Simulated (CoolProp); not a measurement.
C3F8 (R218) along the isotherm 440 K: fugacity coefficient from the reference equation and from simpler models built on Tc = 345.0 K, pc = 2640 kPa, ω = 0.317; each cubic takes its own stable root.

Computed with CoolProp (reference Helmholtz-energy equation of state, Lemmon 2006). It is a short technical equation, of lower accuracy than the large ones.

```json
[
 {"p (kPa)": "41.7", "phase": "gas", "reference": "0.9979", "Redlich-Kwong": "0.9974", "Soave-Redlich-Kwong": "0.9979", "Peng-Robinson": "0.9974"},
 {"p (kPa)": "79.1", "phase": "gas", "reference": "0.9960", "Redlich-Kwong": "0.9951", "Soave-Redlich-Kwong": "0.9960", "Peng-Robinson": "0.9951"},
 {"p (kPa)": "150", "phase": "gas", "reference": "0.9924", "Redlich-Kwong": "0.9907", "Soave-Redlich-Kwong": "0.9924", "Peng-Robinson": "0.9908"},
 {"p (kPa)": "284", "phase": "gas", "reference": "0.9857", "Redlich-Kwong": "0.9824", "Soave-Redlich-Kwong": "0.9857", "Peng-Robinson": "0.9827"},
 {"p (kPa)": "539", "phase": "gas", "reference": "0.9730", "Redlich-Kwong": "0.9668", "Soave-Redlich-Kwong": "0.9731", "Peng-Robinson": "0.9674"},
 {"p (kPa)": "1020", "phase": "gas", "reference": "0.9493", "Redlich-Kwong": "0.9379", "Soave-Redlich-Kwong": "0.9498", "Peng-Robinson": "0.9395"},
 {"p (kPa)": "1940", "phase": "gas", "reference": "0.9049", "Redlich-Kwong": "0.8844", "Soave-Redlich-Kwong": "0.9069", "Peng-Robinson": "0.8888"},
 {"p (kPa)": "3670", "phase": "supercritical", "reference": "0.8257", "Redlich-Kwong": "0.7912", "Soave-Redlich-Kwong": "0.8331", "Peng-Robinson": "0.8039"},
 {"p (kPa)": "6960", "phase": "supercritical", "reference": "0.7010", "Redlich-Kwong": "0.6500", "Soave-Redlich-Kwong": "0.7227", "Peng-Robinson": "0.6813"},
 {"p (kPa)": "13200", "phase": "supercritical", "reference": "0.5828", "Redlich-Kwong": "0.5278", "Soave-Redlich-Kwong": "0.6218", "Peng-Robinson": "0.5677"}
]
```
